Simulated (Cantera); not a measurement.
Feed: 1 mol B, 0.63 mol N2, 0.84 mol H2O, equilibrated at 10.0 mbar.

Method: chemical equilibrium by Gibbs-energy minimisation in Cantera with the NASA 1993 tables (ideal gas, pure condensed phases). Candidate condensed phases: B, BN, B2O3, B3O3H3, H2O; 39 gas species. Mutual solubility and eutectic melting of coexisting phases are not modelled. Rates play no part.

Task: What share of the B ends up in condensed phases as a function of T (°C), at 1300, 1350, 1400, 1450, 1500, 1550, 1600, 1650, 1700, 1750, 1800, 1850, 1900?

Result: 
| T (°C) | B condensed (%) | as |
|---|---|---|
| 1300 | 94.8 | BN(s) + B2O3(l) |
| 1350 | 89.0 | BN(s) + B2O3(l) |
| 1400 | 75.9 | BN(s) + B2O3(l) |
| 1450 | 43.8 | BN(s) + B2O3(l) |
| 1500 | 36.7 | BN(s) |
| 1550 | 33.1 | BN(s) |
| 1600 | 29.1 | BN(s) |
| 1650 | 25.2 | BN(s) |
| 1700 | 22.0 | BN(s) |
| 1750 | 19.5 | BN(s) |
| 1800 | 17.9 | BN(s) |
| 1850 | 16.9 | BN(s) |
| 1900 | 16.1 | BN(s) |
